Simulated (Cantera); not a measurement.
# Thermodynamics of roasting and sulfation, feed MgCO3 + SO3 + O2

Input: 1 mol MgCO3, 0.91 mol SO3, 0.25 mol O2, equilibrated at 5900 Pa.

These are equilibrium values from Cantera (NASA tables, ideal gas, pure condensed phases), not measurements of a reactor. Candidate condensed phases: C, Mg, MgCO3, MgO, MgS, MgSO4, S; 26 gas species. Mutual solubility and eutectic melting of coexisting phases are not modelled. The numbers say what is thermodynamically allowed, not how fast it happens.

| T (°C) | log p CO2 | log p SO2 | log p O2 | log p SO3 | log p CO | log p O | log p SO | n MgO(s) | n MgSO4(s) |
|---|---|---|---|---|---|---|---|---|---|
| 725 | -1.33 | -4.62 | -1.93 | -5.32 | -10.61 | -10.79 | <-13 | 0.0906 | 0.909 |
| 775 | -1.33 | -3.69 | -1.93 | -4.63 | -9.90 | -10.16 | <-13 | 0.0948 | 0.905 |
| 825 | -1.34 | -2.85 | -1.92 | -4.00 | -9.28 | -9.58 | -12.20 | 0.123 | 0.877 |
| 875 | -1.43 | -2.10 | -1.88 | -3.44 | -8.80 | -9.04 | -10.84 | 0.313 | 0.687 |
| 925 | -1.64 | -1.70 | -1.81 | -3.18 | -8.52 | -8.52 | -9.90 | 1.00 | 0 |
| 975 | -1.64 | -1.70 | -1.80 | -3.35 | -8.03 | -8.08 | -9.37 | 1.00 | 0 |
| 1025 | -1.65 | -1.69 | -1.80 | -3.50 | -7.58 | -7.67 | -8.88 | 1.00 | 0 |
log p: log10 of the partial pressure in bar; n: condensed amount in mol.

From 725 °C to 875 °C the condensed part is MgO(s) + MgSO4(s). From 925 °C to 1025 °C the condensed part is MgO(s).
